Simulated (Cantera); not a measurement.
Cantera with NASA thermochemical tables; ideal gases at 1 bar, condensed phases pure. Values are per mole of reaction as written; species without (g) are pure solids or liquids, kept so even where they would boil at 1 bar.

Zr + 2 H₂O(g) = 2 H₂(g) + ZrO₂

```
T (K)  ΔH° (kJ)  ΔS° (J/K)  ΔG° (kJ)  log10 K         condensed phases
-----  --------  ---------  --------  -------  -----------------------
1123     -592.4      -69.8    -514.1    23.91  Zr(α), ZrO₂(monoclinic)
1273          …          …         …        …  Zr(β), ZrO₂(monoclinic)
1423     -589.7      -68.0    -493.0    18.09  Zr(β), ZrO₂(monoclinic)
1573          …          …         …        …  Zr(β), ZrO₂(tetragonal)
1723     -579.5      -61.2    -474.0    14.37  Zr(β), ZrO₂(tetragonal)
```

Task: Complete the blanks.

Result: 
- 1273, ΔH° (kJ): -593.0
- 1273, ΔS° (J/K): -70.4
- 1273, ΔG° (kJ): -503.3
- 1273, log10 K: 20.65
- 1573, ΔH° (kJ): -581.2
- 1573, ΔS° (J/K): -62.3
- 1573, ΔG° (kJ): -483.3
- 1573, log10 K: 16.05
